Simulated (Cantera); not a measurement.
An adiabatic, constant-volume homogeneous reactor starts with CO : H2 : CH4 : O2 : N2 = 1 : 0.47 : 0.051 : 2.7 : 10.2 (molar parts), at 1473 K and 20000 Pa.

Model: GRI-Mech 3.0 (53 species, 325 reactions), integrated in Cantera.

One state of this run: T (K) = 1621; P (bar) = 0.220; x CO = 0.0468; x H2 = 0.00240; x CH4 = <1e-12; x H = 0.0132; x HO2 = 5.69e-6; x OH = 0.00595. x: mole fraction; the columns are a selection and need not sum to one.

Problem. Which value of t (s) does it belong to?
(A) 0.000923
(B) 2.11e-5
(C) 0.00325
(D) 0.000262

Solution. D, 0.000262
